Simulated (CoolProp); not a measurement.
Vapour-liquid equilibrium of ethane (1) + n-butane (2) at 0.0425 MPa; x and y are mole fractions of (1).

The numbers come from the multi-fluid Helmholtz-energy mixture model, Bücker 2006 and Bücker 2006; pair parameters Kunz 2012 in CoolProp.

```csv
x,"bubble temperature, mixture model (°C)","bubble temperature, Raoult's law (°C)","y, mixture model","y, Raoult's law"
0.05,-44.7,-46.4,0.706,0.738
0.15,-67.8,-68.4,0.940,0.945
0.25,-78.9,-78.9,0.978,0.978
0.35,-85.7,-85.4,0.989,0.989
0.45,-90.4,-90.0,0.994,0.994
0.55,-93.9,-93.5,0.997,0.997
0.65,-96.7,-96.4,0.998,0.998
0.75,-98.9,-98.7,0.999,0.999
0.85,-100.8,-100.7,0.999,0.999
0.95,-102.5,-102.5,1.000,1.000
```

The largest gap from Raoult's law is +1.7 K in bubble temperature, at x = 0.05. No azeotrope shows between x = 0.05 and 0.95.

Pair parameters are fitted to limited data, so mixtures are less certain than the pure fluids. The gap from Raoult's law changes sign with composition, which may be real or a fault of the pair parameters; it wasn't checked against measurements.
